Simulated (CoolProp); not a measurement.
Saturation properties of acetone.

Values from CoolProp's reference Helmholtz-energy equation of state, Lemmon 2006. It is a short technical equation, of lower accuracy than the large ones.

```json
[
 {"T (K)": "374.8", "p (kPa)": "388.3", "liquid cp (kJ/(kg K))": "2.397", "surface tension (mN/m)": "13.4"},
 {"T (K)": "384.1", "p (kPa)": "488.9", "liquid cp (kJ/(kg K))": "2.439", "surface tension (mN/m)": "12.3"},
 {"T (K)": "393.4", "p (kPa)": "608.3", "liquid cp (kJ/(kg K))": "2.484", "surface tension (mN/m)": "11.3"},
 {"T (K)": "402.7", "p (kPa)": "748.6", "liquid cp (kJ/(kg K))": "2.534", "surface tension (mN/m)": "10.2"},
 {"T (K)": "411.9", "p (kPa)": "910.3", "liquid cp (kJ/(kg K))": "2.589", "surface tension (mN/m)": "[?]"},
 {"T (K)": "421.2", "p (kPa)": "1099", "liquid cp (kJ/(kg K))": "2.651", "surface tension (mN/m)": "8.16"},
 {"T (K)": "430.5", "p (kPa)": "1316", "liquid cp (kJ/(kg K))": "2.723", "surface tension (mN/m)": "7.16"},
 {"T (K)": "439.8", "p (kPa)": "1565", "liquid cp (kJ/(kg K))": "2.808", "surface tension (mN/m)": "6.17"},
 {"T (K)": "449.1", "p (kPa)": "1847", "liquid cp (kJ/(kg K))": "[?]", "surface tension (mN/m)": "5.21"},
 {"T (K)": "458.4", "p (kPa)": "2166", "liquid cp (kJ/(kg K))": "3.041", "surface tension (mN/m)": "4.27"},
 {"T (K)": "467.7", "p (kPa)": "2526", "liquid cp (kJ/(kg K))": "3.217", "surface tension (mN/m)": "[?]"},
 {"T (K)": "477", "p (kPa)": "2931", "liquid cp (kJ/(kg K))": "3.480", "surface tension (mN/m)": "2.48"}
]
```

Q: Complete the blanks.

A: 
- 411.9, surface tension (mN/m): 9.18
- 449.1, liquid cp (kJ/(kg K)): 2.910
- 467.7, surface tension (mN/m): 3.36

It boils at 329.2 K under 1 atm.

Surface tension comes from a separate correlation (Mulero 2012).
